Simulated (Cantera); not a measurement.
An adiabatic, constant-volume homogeneous reactor starts with 10.2 % CH4, 3.05 % H2, 18.2 % O2, 68.6 % N2, at 1398 K and 330 Torr.

Cantera simulation using GRI-Mech 3.0 (53 species, 325 reactions); the numbers are that mechanism's predictions, not measurements.

Q: Predict: time of steepest temperature rise; temperature at 3.00 s; equilibrium temperature; x(H2) at 3.00 s; x(O2) at 3.00 s; x(CO2) at 3.00 s; x(HCO) at 3.00 s; x(OH) at 3.00 s; x(NO) at 3.00 s.

A: 
```
Item                                                                 Value
---------------------------------  ---------------------------------------
time of steepest temperature rise                                  1.56 ms
temperature at 3.00 s                                               2840 K
equilibrium temperature                                             2840 K
x(H2) at 3.00 s                      0.0415 (gas-phase equilibrium 0.0415)
x(O2) at 3.00 s                    0.00984 (gas-phase equilibrium 0.00984)
x(CO2) at 3.00 s                     0.0334 (gas-phase equilibrium 0.0334)
x(HCO) at 3.00 s                   1.06e-7 (gas-phase equilibrium 1.06e-7)
x(OH) at 3.00 s                      0.0218 (gas-phase equilibrium 0.0218)
x(NO) at 3.00 s                    0.00761 (gas-phase equilibrium 0.00761)
```
